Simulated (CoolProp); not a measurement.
Oxygen at 849.83 K and 10.1 MPa is throttled through a valve to 2.4 MPa with no heat exchange. Each further row changes one setting.

Values from CoolProp's reference Helmholtz-energy equation of state, Schmidt 1985.

```json
[
 {"case": "as stated", "temperature change (K)": "[?]", "final density (kg/m³)": "[?]"},
 {"case": "outlet pressure 0.72 MPa", "temperature change (K)": "[?]", "final density (kg/m³)": "[?]"},
 {"case": "outlet pressure 3.12 MPa", "temperature change (K)": "[?]", "final density (kg/m³)": "[?]"}
]
```

Q: What belongs in the gaps?

A: 
- as stated, temperature change (K): +1.2
- as stated, final density (kg/m³): 10.8
- outlet pressure 0.72 MPa, temperature change (K): +1.5
- outlet pressure 0.72 MPa, final density (kg/m³): 3.25
- outlet pressure 3.12 MPa, temperature change (K): +1.1
- outlet pressure 3.12 MPa, final density (kg/m³): 14.0

Above 300 K oxygen's equation is extrapolated.
